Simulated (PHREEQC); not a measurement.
Make-up at 55 °C: 0.11 mmol/kgw Ca(HCO3)2. Closed to the air; pH follows from the charge balance.

Computed with PHREEQC (ion-association model, phreeqc.dat).

This is a speciation only: nothing precipitates in the calculation.

Q: What pH does the model give?

A: pH 7.81.

Q: In which forms is C present?

A: HCO3- 96 %, CO2 2.8 % of the C.

Away from 25 °C the constants follow the database's enthalpies or fits; those with neither stay at their 25 °C values.
